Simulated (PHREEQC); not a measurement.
0.8 g of hydrous ferric oxide (600 m²/g; 0.2 weak and 0.005 strong sites per Fe, Dzombak-Morel constants, diffuse double layer) in 1 kg of water with 0.01 mol/kgw of an inert sodium salt and 0.0041 mol ZnCl2 and 5e-06 mol NaF, at 25 °C; the pH is set by adding NaOH or the inert anion's acid. Oxygen alone is held at its pressure in air (log pO2 = -0.68). The system is closed to CO2. No solid was allowed to form.

The series has 17 steps of pH, from 4 to 10.

Computed with PHREEQC (ion-association model, wateq4f.dat).

Q: Near which pH is half of the F sorbed, and on which side is more sorbed?

A: Near pH 7.2, with more sorbed at lower pH.

Along this series the solution becomes supersaturated in solids that the run did not let form, among them Zn(OH)2-e, Zn5(OH)8Cl2.
